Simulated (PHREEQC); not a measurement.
Consider water at 5 °C with 0.002 mol/kgw Ni(NO3)2, 0.000315 mol/kgw H3BO3 and 0.1 mol/kgw H2SO4. Closed to the air; pH follows from the charge balance.

Equilibrium calculation in PHREEQC: ion-association model, wateq4f.dat.

No solid was allowed to form.

**Question.** Predict the pH, ionic strength.

**Answer.** pH 0.99; ionic strength 0.155 mol/kgw.

**Question.** In which forms is S present?

**Answer.** HSO4- 74 %, SO4-2 25 %, NiSO4 0.6 % of the S.

Constants without temperature data keep their 25 °C values here.
